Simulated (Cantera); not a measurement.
# Equilibrium for boron, boron nitride and boron oxide: borazine + O2 + N2

Input: 1 mol borazine, 1.5 mol O2, 5.8 mol N2, held at 39.0 Pa.

These are equilibrium values from Cantera (NASA tables, ideal gas, pure condensed phases), not measurements of a reactor. Candidate condensed phases: B, BN, B2O3, B3O3H3, H2O; 39 gas species. The feed counts by its element totals alone. The tables' values for BH2 are old estimates; treat these amounts as uncertain. The numbers say what is thermodynamically allowed, not how fast it happens.

From 1550 K to 1900 K the condensed part is BN(s). From 1950 K to 2100 K nothing is condensed. The main B-bearing gas is B2O3 at 1550 K and BO at 2100 K.

```tsv
T (K)	x N2	x H2	x BO	x H	x B2O3	x B2O2	x HBO	x HBO2	n BN(s)
1550	0.627	0.255	0.00186	0.000805	0.0644	0.0151	0.0242	0.0118	0.838
1600	0.624	0.248	0.00417	0.00137	0.0546	0.0258	0.0332	0.00834	0.702
1650	0.621	0.240	0.00854	0.00225	0.0414	0.0392	0.0427	0.00550	0.531
1700	0.616	0.231	0.0159	0.00358	0.0271	0.0523	0.0510	0.00332	0.352
1750	0.611	0.222	0.0268	0.00555	0.0152	0.0608	0.0569	0.00183	0.200
1800	0.604	0.216	0.0414	0.00842	0.00737	0.0625	0.0595	0.000931	0.0992
1850	0.597	0.210	0.0596	0.0125	0.00322	0.0582	0.0593	0.000446	0.0432
1900	0.588	0.204	0.0806	0.0182	0.00130	0.0500	0.0566	0.000204	0.0145
1950	0.579	0.199	0.103	0.0259	0.000559	0.0401	0.0520	0.000103	0
2000	0.569	0.193	0.125	0.0361	0.000480	0.0300	0.0461	0.000107	0
2050	0.558	0.185	0.146	0.0494	0.000392	0.0213	0.0394	0.000107	0
2100	0.548	0.176	0.163	0.0661	0.000309	0.0143	0.0326	0.000106	0
```
x: gas mole fraction; n: condensed amount in mol.
